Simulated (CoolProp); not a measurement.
The fluid at 237.45 K and 0.0245 MPa expands adiabatically to 0.0019 MPa with isentropic efficiency 1. The same conditions are run with several fluids, on thermodynamics alone (safety and materials aside).

Values from CoolProp's reference Helmholtz-energy equation of state of each fluid (C3F8 (R218): Lemmon 2006; R22: Kamei 1995; fluorine: de Reuck 1990; methane: Setzmann 1991).

Problem. Rank C3F8 (R218), R22, fluorine, methane by work (kJ/kg), highest first.

Solution. methane (233), fluorine (94.8), R22 (47.5), C3F8 (R218) (24.5)

```tsv
fluid	final temperature (K)	final phase	final density (kg/m³)
C3F8 (R218)	199.0	gas	0.216
R22	172.5	two-phase, vapour fraction 0.951	0.121
fluorine	115.4	gas	0.0753
methane	125.7	gas	0.0292
```
